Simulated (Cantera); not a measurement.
A perfectly stirred reactor is fed with C₂H₆ : N₂ = 1 : 94 (molar parts), at 0.0267 bar; it is held at 1525 K, and followed from long to short residence time.

Cantera simulation using GRI-Mech 3.0 (53 species, 325 reactions); the numbers are that mechanism's predictions, not measurements. GRI-Mech 3.0 stops at C3 and has no aromatics, soot or wall deposition, so with more carbon than oxygen in the feed, carbon stays in small species such as C2H2 where larger ones or solid carbon would form. Radical loss at walls, strong at low pressure, is not modelled.

Q: Predict: x(C₂H₆) at τ = 3.90 s; x(CH₂) at τ = 3.90 s; x(CH₃) at τ = 3.90 s; x(HCN) at τ = 3.90 s; x(H₂) at τ = 3.90 s; x(C₂H₆) at τ = 77.0 ms; x(CH₂) at τ = 77.0 ms; x(CH₃) at τ = 77.0 ms; x(HCN) at τ = 77.0 ms; x(H₂) at τ = 77.0 ms.

A: 
| Quantity | Result |
|---|---|
| x(C₂H₆) at τ = 3.90 s | 8.84e-6 |
| x(CH₂) at τ = 3.90 s | 3.22e-7 |
| x(CH₃) at τ = 3.90 s | 8.46e-5 |
| x(HCN) at τ = 3.90 s | 2.92e-5 |
| x(H₂) at τ = 3.90 s | 0.0192 |
| x(C₂H₆) at τ = 77.0 ms | 0.000301 |
| x(CH₂) at τ = 77.0 ms | 2.21e-6 |
| x(CH₃) at τ = 77.0 ms | 0.000499 |
| x(HCN) at τ = 77.0 ms | 6.70e-6 |
| x(H₂) at τ = 77.0 ms | 0.0152 |
